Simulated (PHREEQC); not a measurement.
Model water analysis in mmol/kgw, 75 °C, pH 3.44, pe 10:

| constituent | mmol/kgw |
|---|---|
| Na | 85.6 |
| K | 2.54 |
| Ca | 3.62 |
| Mg | 11.9 |
| Cl | 29.2 |
| S(6) | 45.9 |
| P | 0.05 |
| Si | 0.18 |
| Cu(2) | 0.389 |

Valence states are taken as typed.

The numbers come from PHREEQC with the ion-association model, wateq4f.dat.

| quantity | before | after |
|---|---|---|
| ionic strength (mol/kgw) | 0.130 | 0.140 |
| Na+ (mol/kgw) | 0.0808 | 0.0810 |
| SO4-2 (mol/kgw) | 0.0294 | 0.0324 |
| MgSO4 (mol/kgw) | 0.00810 | 0.00632 |
| NaSO4- (mol/kgw) | 0.00476 | 0.00455 |
| Mg+2 (mol/kgw) | 0.00379 | 0.00557 |
| SI of Quartz (SiO2) | -0.38 | +0.11 |
| SI of Gypsum (CaSO4:2H2O) | -0.53 | -0.54 |

Q: Name the change that produced these shifts.
A. all concentrations times 2 at the same typed pH
B. P from 0.05 to 0.025 mmol/kgw
C. temperature from 75 to 35 °C at the same typed pH

A: C, temperature from 75 to 35 °C at the same typed pH

This is a speciation only: nothing precipitates in the calculation. Some of these states are supersaturated (in Quartz (slow to form), for instance). H3PO4, which wateq4f.dat lacks, is added to it with the constant of phreeqc.dat. At this temperature some constants are extrapolated from 25 °C, and those without enthalpy data are left unchanged. The database has no phosphate complexes of Cu.
